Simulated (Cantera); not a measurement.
An isothermal, constant-pressure homogeneous reactor starts with CH4 : N2 = 1 : 17 (molar parts), at 1825 K and 1700 Pa.

Cantera simulation using GRI-Mech 3.0 (53 species, 325 reactions); the numbers are that mechanism's predictions, not measurements. GRI-Mech 3.0 stops at C3 and has no aromatics, soot or wall deposition, so with more carbon than oxygen in the feed, carbon stays in small species such as C2H2 where larger ones or solid carbon would form. Radical loss at walls, strong at low pressure, is not modelled.

Problem. Predict: x(CH4) at 10.0 s; x(H2) at 10.0 s; x(C2H2) at 10.0 s; x(HCN) at 10.0 s; x(C2H4) at 10.0 s.

Solution. x(CH4) at 10.0 s: 3.19e-6 (gas-phase equilibrium 1.30e-6)
x(H2) at 10.0 s: 0.0784 (gas-phase equilibrium 0.0784)
x(C2H2) at 10.0 s: 0.0263 (gas-phase equilibrium 0.00521)
x(HCN) at 10.0 s: 9.21e-5 (gas-phase equilibrium 0.0422)
x(C2H4) at 10.0 s: 6.86e-7 (gas-phase equilibrium 1.36e-7)
